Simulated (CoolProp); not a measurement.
Vapour-liquid equilibrium of R22 (1) + dimethyl ether (2) at -10.65 °C; x and y are mole fractions of (1).

Model: multi-fluid Helmholtz-energy mixture model, Kamei 1995 and Wu 2011; pair parameters Bell 2016, in CoolProp.

```json
[
 {"x": "0.05", "bubble pressure, mixture model (bar)": "1.782", "bubble pressure, Raoult's law (bar)": "1.888", "y, mixture model": "0.039", "y, Raoult's law": "0.092"},
 {"x": "0.2", "bubble pressure, mixture model (bar)": "1.733", "bubble pressure, Raoult's law (bar)": "2.137", "y, mixture model": "0.188", "y, Raoult's law": "0.324"},
 {"x": "0.35", "bubble pressure, mixture model (bar)": "1.750", "bubble pressure, Raoult's law (bar)": "2.387", "y, mixture model": "0.389", "y, Raoult's law": "0.508"},
 {"x": "0.5", "bubble pressure, mixture model (bar)": "1.892", "bubble pressure, Raoult's law (bar)": "2.636", "y, mixture model": "0.618", "y, Raoult's law": "0.658"},
 {"x": "0.65", "bubble pressure, mixture model (bar)": "2.215", "bubble pressure, Raoult's law (bar)": "2.885", "y, mixture model": "0.814", "y, Raoult's law": "0.781"},
 {"x": "0.8", "bubble pressure, mixture model (bar)": "2.717", "bubble pressure, Raoult's law (bar)": "3.135", "y, mixture model": "0.936", "y, Raoult's law": "0.885"},
 {"x": "0.95", "bubble pressure, mixture model (bar)": "3.293", "bubble pressure, Raoult's law (bar)": "3.384", "y, mixture model": "0.991", "y, Raoult's law": "0.973"}
]
```

The largest gap from Raoult's law is -28.2 % in bubble pressure, at x = 0.5. y crosses x between x = 0.2 and 0.35: the model has an azeotrope there.

Pair parameters are fitted to limited data, so mixtures are less certain than the pure fluids.
